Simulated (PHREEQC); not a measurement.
Dissolve 0.0078 mol CdCl2, 0.0016 mol NaCl and 0.00081 mol H2SO4 per kg of water at 87 °C. Closed to the air; pH follows from the charge balance.

Model: ion-association model, wateq4f.dat, run in PHREEQC.

Task: The ionic strength comes out as 0.0191 mol/kgw. What activity coefficients do CdCl+, Na+, H+, Cd+2, CdCl3- get?

Result: CdCl+ 0.86, Na+ 0.86, H+ 0.88, Cd+2 0.54, CdCl3- 0.86.

This is a speciation only: nothing precipitates in the calculation. Species that the database lacks are ignored. At this temperature some constants are extrapolated from 25 °C, and those without enthalpy data are left unchanged.
